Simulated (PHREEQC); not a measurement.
Make-up at 65 °C: 0.0019 mol K2SiO3 and 0.0003 mol Na2S per kg of water. Closed to the air; pH follows from the charge balance.

All values are PHREEQC results (ion-association model, phreeqc.dat), not measurements.

```json
[
 {"quantity": "pH", "before": "10.24", "after": "9.36"},
 {"quantity": "ionic strength (mol/kgw)", "before": "0.00443", "after": "0.000601"},
 {"quantity": "H2S (mol/kgw)", "before": "6.06e-8", "after": "4.93e-7"}
]
```

Q: Name the change that produced these shifts.
A. temperature from 65 to 5 °C
B. diluted 100-fold with water
C. diluted 5-fold with water
D. diluted 10-fold with water
E. K2SiO3 left out

A: E, K2SiO3 left out

This is a speciation only: nothing precipitates in the calculation. At this temperature some constants are extrapolated from 25 °C, and those without enthalpy data are left unchanged.
